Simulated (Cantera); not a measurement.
Charge: 1 mol Si, 0.12 mol NH3, 50 mol CO, 6.8 mol H2O, held at 800 K and 1 atm.

These are equilibrium values from Cantera (NASA tables, ideal gas, pure condensed phases), not measurements of a reactor. Candidate condensed phases: C, C6H6, C7H8, C8H18, H2O, Si, SiC, SiO2, Si2N2O, Si3N4; 151 gas species. Kinetics and transport are ignored.

Base state: CO2 0.711, H2O 0.131, CO 0.0843, H2 0.0656, CH4 0.00587, N2 0.00179 (mole fractions); condensed: C(graphite) + SiO2(α-quartz).

Question: What changes in the equilibrium state with this change: pressure from 1 atm to 10.0 Torr?

Answer: 
```json
[
 {"species": "CO", "before": "0.0843", "after": "0.507"},
 {"species": "CO2", "before": "0.711", "after": "0.338"},
 {"species": "H2", "before": "0.0656", "after": "0.132"},
 {"species": "H2O", "before": "0.131", "after": "0.0209"},
 {"species": "CH4", "before": "0.00587", "after": "0.000312"},
 {"species": "N2", "before": "0.00179", "after": "0.00132"},
 {"species": "C(graphite), mol", "before": "23.2", "after": "11.5"},
 {"species": "SiO2(α-quartz), mol", "before": "1.00", "after": "1.00"}
]
```
